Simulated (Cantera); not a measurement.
Charge: 1 mol Al, 11 mol N2, 9 mol H2, held at 0.488 Torr.

Equilibrium computed with Cantera from the NASA thermochemical tables; the gas is ideal and each condensed phase is pure. Candidate condensed phases: Al, AlN; 13 gas species. Equilibrium is a limit: real reactors are often held back by kinetics, nucleation or transport.

Problem. Which condensed phases are stable at each of these points (T (K)): 600, 700, 800, 900, 1000, 1100, 1200, 1300, 1400, 1500, 1600, 1700, 1800, 1900?

Solution. 
```json
[
 {"T (K)": "600", "condensed phases": "AlN(s)", "Al condensed (%)": "100.0"},
 {"T (K)": "700", "condensed phases": "AlN(s)", "Al condensed (%)": "100.0"},
 {"T (K)": "800", "condensed phases": "AlN(s)", "Al condensed (%)": "100.0"},
 {"T (K)": "900", "condensed phases": "AlN(s)", "Al condensed (%)": "100.0"},
 {"T (K)": "1000", "condensed phases": "AlN(s)", "Al condensed (%)": "100.0"},
 {"T (K)": "1100", "condensed phases": "AlN(s)", "Al condensed (%)": "100.0"},
 {"T (K)": "1200", "condensed phases": "AlN(s)", "Al condensed (%)": "100.0"},
 {"T (K)": "1300", "condensed phases": "AlN(s)", "Al condensed (%)": "100.0"},
 {"T (K)": "1400", "condensed phases": "AlN(s)", "Al condensed (%)": "100.0"},
 {"T (K)": "1500", "condensed phases": "AlN(s)", "Al condensed (%)": "100.0"},
 {"T (K)": "1600", "condensed phases": "AlN(s)", "Al condensed (%)": "99.8"},
 {"T (K)": "1700", "condensed phases": "AlN(s)", "Al condensed (%)": "95.9"},
 {"T (K)": "1800", "condensed phases": "AlN(s)", "Al condensed (%)": "48.8"},
 {"T (K)": "1900", "condensed phases": "gas only", "Al condensed (%)": "0.0"}
]
```

From 600 K to 1800 K the condensed part is AlN(s). At 1900 K nothing is condensed.
